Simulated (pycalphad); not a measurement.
Phase fractions of Ti-21.3C (at.%)

All values are pycalphad results on the COST 507 light-alloy database (1999) (1 atm), not direct measurements. The data set is of 1999 and partly superseded. Amounts are mole fractions of atoms. Kinetics are ignored, which matters at the lower temperatures.

| T (K) | liquid | fcc | bcc | hcp |
|---|---|---|---|---|
| 3000 | 1.000 | - | - | - |
| 2900 | 0.885 | 0.115 | - | - |
| 2800 | 0.754 | 0.246 | - | - |
| 2700 | 0.656 | 0.344 | - | - |
| 2600 | 0.581 | 0.419 | - | - |
| 2500 | 0.522 | 0.478 | - | - |
| 2400 | 0.474 | 0.526 | - | - |
| 2300 | 0.437 | 0.563 | - | - |
| 2200 | 0.407 | 0.593 | - | - |
| 2100 | 0.383 | 0.617 | - | - |
| 2000 | 0.365 | 0.635 | - | - |
| 1900 | - | 0.650 | 0.350 | - |
| 1800 | - | 0.642 | 0.358 | - |
| 1700 | - | 0.635 | 0.365 | - |
| 1600 | - | 0.630 | 0.370 | - |
| 1500 | - | 0.625 | 0.375 | - |
| 1400 | - | 0.621 | 0.379 | - |
| 1300 | - | 0.617 | 0.383 | - |
| 1200 | - | 0.614 | 0.386 | - |
| 1100 | - | 0.597 | - | 0.403 |
| 1000 | - | 0.595 | - | 0.405 |
| 900 | - | 0.592 | - | 0.408 |
| 800 | - | 0.589 | - | 0.411 |
| 700 | - | 0.585 | - | 0.415 |
| 600 | - | 0.581 | - | 0.419 |
| 500 | - | 0.577 | - | 0.423 |

The fcc model also describes the rock-salt carbide or nitride (TiC, TiN, HfC).
